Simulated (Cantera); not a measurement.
Cantera run:

```python
import numpy as np
import cantera as ct

gas_names = """
    CL CLO CL2 Fe FeCL FeCL2 FeCL3 FeO Fe2CL4 Fe2CL6 O O2 O3
""".split()
cond_names = """
    Fe(a) Fe(c) Fe(d) Fe(L) FeCL2(s) FeCL2(L) FeCL3(s) FeCL3(L) FeO(s) FeO(L) Fe2O3(s) Fe3O4(s)
""".split()


# ... load() reads the species with a 1 bar reference pressure and builds the phases ...
atoms = {
    'Fe2O3': {'Fe': 2, 'O': 3},
    'Cl2': {'CL': 2},
    'O2': {'O': 2},
}
top_T = {'Fe2O3(s)': 1830, 'Fe3O4(s)': 1870}  # K; cautious upper limits of use, not melting points


# ... equilibrate(T, P, feed) seeds the gas with the atoms and calls Mixture.equilibrate('TP', solver="vcs", rtol=1e-11, max_steps=5000) ...
results = []
feed = {'Fe2O3': 1, 'Cl2': 7.3, 'O2': 0.58}  # mol
T = 1898.15  # K
P = 13332.2  # Pa
mix = equilibrate(T, P, feed)
results.append((T, P, feed, dict(zip(mix.species_names, mix.species_moles))))
x = sorted(zip(gas.X, gas.species_names), reverse=True)
print(f"T = {T:g} K  P = {P:g} Pa  gas = {mix.phase_moles(0):.4g} mol")
print("   x: " + "  ".join(f"{s} {v:.3e}" for v, s in x if v > 0.0001))
print("   condensed (mol): " + ("  ".join(f"{mix.phase(i).name} {mix.phase_moles(i):.4g}"
      for i in range(1, mix.n_phases) if mix.phase_moles(i) > 1e-12) or "none"))
```

Result:

```
T = 1898.15 K  P = 13332.2 Pa  gas = 12.61 mol
   x: CL 5.234e-01  O2 1.641e-01  CL2 1.523e-01  FeCL2 1.474e-01  FeCL3 1.111e-02  CLO 1.266e-03  O 3.258e-04
   condensed (mol): none
```

Equilibrium computed with Cantera from the NASA thermochemical tables; the gas is ideal and each condensed phase is pure.
